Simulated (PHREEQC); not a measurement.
Consider water at 45 °C with 0.014 mol H2SO4, 2.5e-07 mol H4SiO4 and 0.00016 mol CuSO4 per kg of water. Closed to the air; pH follows from the charge balance.

Model: ion-association model, phreeqc.dat, run in PHREEQC.

No solid was allowed to form.

Problem. Predict the pH, ionic strength, specific conductance.

Solution. pH 1.77; ionic strength 0.0248 mol/kgw; specific conductance 10600 µS/cm.

Problem. In which forms is S present?

Solution. HSO4- 62 %, SO4-2 37 % of the S.

Constants without temperature data keep their 25 °C values here.
